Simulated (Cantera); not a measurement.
Fluorocarbon and chlorocarbon gases: CHF₃ + HCl + H₂

Feed: 1 mol CHF₃, 2.7 mol HCl, 0.37 mol H₂, held at 952 °C.

These are equilibrium values from Cantera (NASA tables, ideal gas, pure condensed phases), not measurements of a reactor. Candidate condensed phases: C, C₆H₆, C₇H₈, C₈H₁₈; 118 gas species. Gases not in the tables: C₂F₆ and larger saturated fluorocarbons. Equilibrium is a limit: real reactors are often held back by kinetics, nucleation or transport.

From 0.00750 Torr to 750 Torr the condensed part is C(graphite). The main C-bearing gas is CF₄ throughout.

```json
[
 {"P (Pa)": "1", "x HF": "0.532", "x HCl": "0.255", "x Cl": "0.202", "x Cl₂": "0.0109", "x CF₄": "1.01e-6", "x CClF₃": "2.93e-8", "n C(graphite)": "1.000"},
 {"P (Pa)": "4.20", "x HF": "0.543", "x HCl": "0.261", "x Cl": "0.166", "x Cl₂": "0.0310", "x CF₄": "3.42e-5", "x CClF₃": "9.89e-7", "n C(graphite)": "1.000"},
 {"P (Pa)": "18", "x HF": "0.557", "x HCl": "0.270", "x Cl": "0.112", "x Cl₂": "0.0604", "x CF₄": "0.000532", "x CClF₃": "1.56e-5", "n C(graphite)": "0.997"},
 {"P (Pa)": "75", "x HF": "0.562", "x HCl": "0.289", "x Cl": "0.0639", "x Cl₂": "0.0821", "x CF₄": "0.00324", "x CClF₃": "0.000101", "n C(graphite)": "0.983"},
 {"P (Pa)": "320", "x HF": "0.549", "x HCl": "0.321", "x Cl": "0.0320", "x Cl₂": "0.0878", "x CF₄": "0.00949", "x CClF₃": "0.000335", "n C(graphite)": "0.950"},
 {"P (Pa)": "1300", "x HF": "0.525", "x HCl": "0.360", "x Cl": "0.0153", "x Cl₂": "0.0812", "x CF₄": "0.0176", "x CClF₃": "0.000726", "n C(graphite)": "0.908"},
 {"P (Pa)": "5600", "x HF": "0.495", "x HCl": "0.402", "x Cl": "0.00671", "x Cl₂": "0.0678", "x CF₄": "0.0267", "x CClF₃": "0.00131", "n C(graphite)": "0.861"},
 {"P (Pa)": "24000", "x HF": "0.465", "x HCl": "0.443", "x Cl": "0.00284", "x Cl₂": "0.0520", "x CF₄": "0.0355", "x CClF₃": "0.00204", "n C(graphite)": "0.816"},
 {"P (Pa)": "100000", "x HF": "0.437", "x HCl": "0.478", "x Cl": "0.00117", "x Cl₂": "0.0370", "x CF₄": "0.0431", "x CClF₃": "0.00284", "n C(graphite)": "0.776"}
]
```
x: gas mole fraction; n: condensed amount in mol.
